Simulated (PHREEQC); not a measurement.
A solution holds 0.28 mol/kgw NH4HCO3, at 25 °C. Closed to the air; pH follows from the charge balance.

The numbers come from PHREEQC with the ion-association model, phreeqc.dat.

No solid was allowed to form.

What pH, specific conductance does the model give?

pH 7.76; specific conductance 24900 µS/cm.

In which forms is N present?

NH4+ 98 %, NH3 1.9 % of the N.

Carbamate, which ammonia and carbonate form, is missing from the database.
